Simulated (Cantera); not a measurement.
Feed: 1 mol CH3Cl, at 3200 °C and 0.920 bar.

These are equilibrium values from Cantera (NASA tables, ideal gas, pure condensed phases), not measurements of a reactor. Candidate condensed phases: C, C6H6, C7H8, C8H18; 91 gas species. The tables' values for CCl are old estimates; treat these amounts as uncertain. Rates play no part.

Base state: H 0.285, H2 0.242, HCl 0.205, Cl 0.160, C2H2 (acetylene) 0.0491, C3 0.0257, C2H 0.0177, C4H2 0.00414 (mole fractions); condensed: C(graphite).

What changes in the equilibrium state with this change: CH3Cl replaced by C2F6?


```
species            before     after
----------------  -------  --------
F                       0     0.624
CF2                     0     0.225
CF                      0     0.131
H                   0.285         0
H2                  0.242         0
HCl                 0.205         0
Cl                  0.160         0
C2H2 (acetylene)   0.0491         0
C2H                0.0177         0
C3                 0.0257    0.0124
C4H2              0.00414         0
CF3                     0   0.00265
C2HCl             0.00147         0
CF4                     0  0.000490
C(graphite), mol    0.316         0
```
The feed counts by its element totals alone. Gases not in the tables: C2F6 and larger saturated fluorocarbons.
